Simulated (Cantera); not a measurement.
Input (Python, Cantera) and output of one run.

```python
import numpy as np
import cantera as ct

gas_names = [...]  # 110 gases of nasa_gas.yaml made of C, H, O
cond_names = """
    C(gr) C6H6(L) C7H8(L) C8H18(L),n-octa H2O(s) H2O(L)
""".split()


# ... load() reads the species with a 1 bar reference pressure and builds the phases ...
atoms = {
    'C3H6': {'C': 3, 'H': 6},
    'O2': {'O': 2},
}
top_T = {'C(gr)': 4500}  # K; cautious upper limits of use, not melting points


# ... equilibrate(T, P, feed) seeds the gas with the atoms and calls Mixture.equilibrate('TP', solver="vcs", rtol=1e-11, max_steps=5000) ...
results = []
feed = {'C3H6': 1, 'O2': 0.014}  # mol
P = 1000  # Pa
for T in [1400, 1500, 1600, 1700, 1800, 1900, 2000, 2100, 2200, 2300, 2400, 2500, 2600, 2700]:
    mix = equilibrate(T, P, feed)
    results.append((T, P, feed, dict(zip(mix.species_names, mix.species_moles))))
    x = sorted(zip(gas.X, gas.species_names), reverse=True)
    print(f"T = {T:g} K  P = {P:g} Pa  gas = {mix.phase_moles(0):.4g} mol")
    print("   x: " + "  ".join(f"{s} {v:.3e}" for v, s in x if v > 1e-06))
    print("   condensed (mol): " + ("  ".join(f"{mix.phase(i).name} {mix.phase_moles(i):.4g}"
          for i in range(1, mix.n_phases) if mix.phase_moles(i) > 1e-12) or "none"))
```

Result:

```
T = 1400 K  P = 1000 Pa  gas = 3.028 mol
   x: H2 9.907e-01  CO 9.247e-03  H 4.841e-05  CH4 4.239e-05  C2H2,acetylene 2.496e-06
   condensed (mol): C(gr) 2.972
T = 1500 K  P = 1000 Pa  gas = 3.028 mol
   x: H2 9.905e-01  CO 9.246e-03  H 1.752e-04  CH4 2.521e-05  C2H2,acetylene 8.939e-06
   condensed (mol): C(gr) 2.972
T = 1600 K  P = 1000 Pa  gas = 3.029 mol
   x: H2 9.902e-01  CO 9.245e-03  H 5.410e-04  C2H2,acetylene 2.723e-05  CH4 1.601e-05
   condensed (mol): C(gr) 2.972
T = 1700 K  P = 1000 Pa  gas = 3.03 mol
   x: H2 9.892e-01  CO 9.240e-03  H 1.465e-03  C2H2,acetylene 7.261e-05  CH4 1.072e-05
   condensed (mol): C(gr) 2.972
T = 1800 K  P = 1000 Pa  gas = 3.033 mol
   x: H2 9.870e-01  CO 9.231e-03  H 3.557e-03  C2H2,acetylene 1.731e-04  CH4 7.496e-06
   condensed (mol): C(gr) 2.971
T = 1900 K  P = 1000 Pa  gas = 3.04 mol
   x: H2 9.825e-01  CO 9.211e-03  H 7.866e-03  C2H2,acetylene 3.752e-04  CH4 5.426e-06
   condensed (mol): C(gr) 2.97
T = 2000 K  P = 1000 Pa  gas = 3.052 mol
   x: H2 9.740e-01  H 1.605e-02  CO 9.173e-03  C2H2,acetylene 7.482e-04  CH4 4.027e-06  CH3 1.313e-06
   condensed (mol): C(gr) 2.967
T = 2100 K  P = 1000 Pa  gas = 3.075 mol
   x: H2 9.590e-01  H 3.051e-02  CO 9.106e-03  C2H2,acetylene 1.385e-03  CH4 3.034e-06  CH3 1.882e-06  C2H 1.140e-06
   condensed (mol): C(gr) 2.963
T = 2200 K  P = 1000 Pa  gas = 3.113 mol
   x: H2 9.342e-01  H 5.444e-02  CO 8.995e-03  C2H2,acetylene 2.394e-03  C2H 4.832e-06  CH3 2.561e-06  C4H2 2.498e-06  CH4 2.294e-06
   condensed (mol): C(gr) 2.957
T = 2300 K  P = 1000 Pa  gas = 3.173 mol
   x: H2 8.957e-01  H 9.159e-02  CO 8.823e-03  C2H2,acetylene 3.871e-03  C2H 1.788e-05  C4H2 6.849e-06  CH3 3.299e-06  CH4 1.718e-06  C3 1.672e-06  C2H2,vinylidene 1.442e-06
   condensed (mol): C(gr) 2.947
T = 2400 K  P = 1000 Pa  gas = 3.266 mol
   x: H2 8.397e-01  H 1.458e-01  CO 8.573e-03  C2H2,acetylene 5.854e-03  C2H 5.847e-05  C4H2 1.679e-05  C3 9.807e-06  CH3 4.001e-06  C 3.973e-06  C2H2,vinylidene 3.205e-06  CH2 1.393e-06  CH4 1.253e-06
   condensed (mol): C(gr) 2.933
T = 2500 K  P = 1000 Pa  gas = 3.402 mol
   x: H2 7.635e-01  H 2.197e-01  C2H2,acetylene 8.260e-03  CO 8.230e-03  C2H 1.707e-04  C3 4.971e-05  C4H2 3.690e-05  C 1.664e-05  C2H2,vinylidene 6.438e-06  C2 4.580e-06  CH3 4.526e-06  CH2 2.697e-06  CH 1.760e-06
   condensed (mol): C(gr) 2.913
T = 2600 K  P = 1000 Pa  gas = 3.593 mol
   x: H2 6.670e-01  H 3.135e-01  C2H2,acetylene 1.082e-02  CO 7.793e-03  C2H 4.475e-04  C3 2.215e-04  C4H2 7.269e-05  C 6.239e-05  C2 2.080e-05  C2H2,vinylidene 1.167e-05  CH 4.903e-06  CH2 4.728e-06  CH3 4.721e-06  C5 1.002e-06
   condensed (mol): C(gr) 2.887
T = 2700 K  P = 1000 Pa  gas = 3.849 mol
   x: H2 5.542e-01  H 4.230e-01  C2H2,acetylene 1.307e-02  CO 7.275e-03  C2H 1.059e-03  C3 8.800e-04  C 2.119e-04  C4H2 1.280e-04  C2 8.426e-05  C2H2,vinylidene 1.902e-05  CH 1.228e-05  CH2 7.480e-06  C5 5.868e-06  CH3 4.483e-06  C6H2 1.323e-06  C4 1.154e-06
   condensed (mol): C(gr) 2.849
```

Equilibrium computed with Cantera from the NASA thermochemical tables; the gas is ideal and each condensed phase is pure.
